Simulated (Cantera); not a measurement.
Cantera run, input and output.

```python
import numpy as np
import cantera as ct

gas = ct.Solution("gri30.yaml")
gas.TPX = 1375, 1900000, {'CH3OH': 1, 'O2': 2.88, 'N2': 10.8, 'H2O': 1.9}
reactor = ct.IdealGasReactor(gas, energy="on", clone=False)
net = ct.ReactorNet([reactor])
net.rtol, net.atol = 1e-08, 1e-16
show = ['CH3OH', 'O2', 'H2O', 'CH4', 'CH2', 'H']
times = np.geomspace(2e-06, 0.7, 14)

steps = ct.SolutionArray(gas, extra=["t"])
rows = []
print(f"{'t/s':>10s}{'T/K':>9s}{'P/Pa':>11s}" + "".join(f"{s:>11s}" for s in show))
for t in times:
    while net.time < t:
        t_next = net.step()
        steps.append(gas.state, t=t_next)
    rows.append([np.interp(t, steps.t, y) for y in (steps.T, steps.P, *steps(*show).X.T)])
    print(f"{t:10.3e}{rows[-1][0]:9.1f}{rows[-1][1]:11.4g}" + "".join(f"{x:11.3e}" for x in rows[-1][2:]))
rate = np.gradient(steps.T, steps.t)
print("integrator steps:", len(steps.t))
if steps.T.max() > steps.T[0] + 200:
    print(f"time of steepest temperature rise: {steps.t[rate.argmax()]:.4e} s")
gas.TPX = 1375, 1900000, {'CH3OH': 1, 'O2': 2.88, 'N2': 10.8, 'H2O': 1.9}
gas.equilibrate("UV")
print(f"equilibrium (UV): T = {gas.T:.1f} K  " + "  ".join(f"{s} {gas[s].X[0]:.3e}" for s in show))
```

Output:

```
       t/s      T/K       P/Pa      CH3OH         O2        H2O        CH4        CH2          H
 2.000e-06   1375.0    1.9e+06  6.031e-02  1.737e-01  1.146e-01  6.117e-07  1.257e-09  8.862e-09
 5.339e-06   1375.0    1.9e+06  6.029e-02  1.737e-01  1.146e-01  2.589e-06  1.257e-09  1.265e-08
 1.425e-05   1375.1    1.9e+06  6.021e-02  1.736e-01  1.146e-01  7.703e-06  1.257e-09  2.869e-08
 3.806e-05   1376.9  1.904e+06  5.924e-02  1.731e-01  1.151e-01  1.711e-05  1.292e-09  2.258e-07
 1.016e-04   2536.1  3.623e+06  2.540e-17  7.927e-02  2.226e-01  1.668e-17  1.141e-17  1.504e-04
 2.712e-04   2533.4  3.619e+06  2.476e-17  7.867e-02  2.227e-01  1.598e-17  1.049e-17  1.482e-04
 7.242e-04   2527.3   3.61e+06  2.352e-17  7.732e-02  2.228e-01  1.509e-17  9.578e-18  1.432e-04
 1.933e-03   2517.4  3.596e+06  2.162e-17  7.511e-02  2.230e-01  1.369e-17  8.207e-18  1.355e-04
 5.161e-03   2510.4  3.585e+06  2.035e-17  7.355e-02  2.231e-01  1.275e-17  7.326e-18  1.302e-04
 1.378e-02   2509.5  3.584e+06  2.019e-17  7.335e-02  2.231e-01  1.263e-17  7.222e-18  1.295e-04
 3.679e-02   2509.5  3.584e+06  2.019e-17  7.335e-02  2.231e-01  1.263e-17  7.222e-18  1.295e-04
 9.821e-02   2509.5  3.584e+06  2.019e-17  7.335e-02  2.231e-01  1.263e-17  7.222e-18  1.295e-04
 2.622e-01   2509.5  3.584e+06  2.019e-17  7.335e-02  2.231e-01  1.263e-17  7.222e-18  1.295e-04
 7.000e-01   2509.5  3.584e+06  2.019e-17  7.335e-02  2.231e-01  1.263e-17  7.222e-18  1.295e-04
integrator steps: 1922
time of steepest temperature rise: 6.8307e-05 s
equilibrium (UV): T = 2509.5 K  CH3OH 2.108e-17  O2 7.335e-02  H2O 2.231e-01  CH4 1.747e-17  CH2 1.142e-17  H 1.295e-04
```

Cantera simulation using GRI-Mech 3.0 (53 species, 325 reactions); the numbers are that mechanism's predictions, not measurements. GRI-Mech 3.0 was tuned for natural gas; its chemistry of methanol as a main component is partial and can be far from experiment. The pressure lies above the range GRI-Mech 3.0 was tuned for (to about 10 atm).
